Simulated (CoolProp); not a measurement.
Properties of R1123 at several states.

Computed with CoolProp (reference Helmholtz-energy equation of state, Akasaka 2020).

| T (°C) | p (MPa) | phase | Z | cp (kJ/(kg K)) | speed of sound (m/s) | Joule-Thomson coefficient (K/MPa) | isothermal compressibility (1/MPa) |
|---|---|---|---|---|---|---|---|
| 173.15 | 1.47 | gas | 0.9617 | 1.088 | ? | ? | ? |
| -14.25 | 0.0158 | gas | 0.9972 | ? | 173.5 | 19.98 | 63.47 |
| 53.45 | 0.0144 | gas | 0.9988 | 0.8912 | ? | ? | 69.53 |
| 82.05 | 0.593 | gas | 0.9632 | 0.9621 | ? | 8.317 | 1.752 |

**Question.** Some entries are withheld; supply them.

**Answer.** 
- 173.15, speed of sound (m/s): 217.8
- 173.15, Joule-Thomson coefficient (K/MPa): 4.631
- 173.15, isothermal compressibility (1/MPa): 0.7075
- -14.25, cp (kJ/(kg K)): 0.7718
- 53.45, speed of sound (m/s): 193.1
- 53.45, Joule-Thomson coefficient (K/MPa): 10.11
- 82.05, speed of sound (m/s): 195.4
